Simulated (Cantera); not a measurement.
An isothermal, constant-pressure homogeneous reactor starts with CO : O2 : H2O : N2 = 0.0097 : 0.079 : 0.00021 : 0.5 (molar parts), at 1125 K and 83000 Pa.

Cantera simulation using GRI-Mech 3.0 (53 species, 325 reactions); the numbers are that mechanism's predictions, not measurements.

x: mole fraction; the columns are a selection and need not sum to one.

```
t (s)         x CO   x O2     x H2O       x H     x HO2
--------  --------  -----  --------  --------  --------
9.00e-6     0.0165  0.134  0.000357    <1e-12    <1e-12
7.46e-5     0.0165  0.134  0.000357    <1e-12    <1e-12
0.000618    0.0165  0.134  0.000357  1.72e-11  1.76e-10
0.00512     0.0165  0.134  0.000357  4.04e-10   1.71e-8
0.0424           ?  0.132  0.000349         ?         ?
0.352     0.000448  0.127  0.000358   2.76e-8   5.12e-7
2.91       4.19e-6  0.127  0.000359  5.16e-11   1.97e-8
24.1       3.02e-9  0.127  0.000359    <1e-12  6.11e-10
200       1.37e-10  0.127  0.000360    <1e-12  2.16e-10
```

Q: Complete the blanks.

A: 
- 0.0424, x CO: 0.0109
- 0.0424, x H: 2.18e-6
- 0.0424, x HO2: 2.51e-6
